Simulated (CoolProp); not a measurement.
Vapour-liquid equilibrium of R22 (1) + benzene (2) at 57.85 °C; x and y are mole fractions of (1).

Values from CoolProp's multi-fluid Helmholtz-energy mixture model, Kamei 1995 and Thol 2012; pair parameters Bell 2016.

```
x     bubble pressure (MPa)  y at the bubble point  dew pressure at overall composition x (MPa)  liquid density (mol/L)
----  ---------------------  ---------------------  -------------------------------------------  ----------------------
0.05                 0.1698                  0.717                                      0.05095                   10.86
0.2                  0.4834                  0.905                                      0.06051                   11.26
0.35                 0.7696                  0.944                                      0.07446                   11.66
0.5                   1.065                  0.964                                      0.09669                   12.04
0.65                  1.388                  0.977                                       0.1377                   12.35
0.8                   1.746                  0.987                                       0.2387                   12.51
0.95                  2.156                  0.996                                       0.8363                   12.31
```

No azeotrope shows between x = 0.05 and 0.95.

The pair parameters rest on a limited set of measurements; away from them the model extrapolates. The gap from Raoult's law changes sign with composition, which may be real or a fault of the pair parameters; it wasn't checked against measurements.
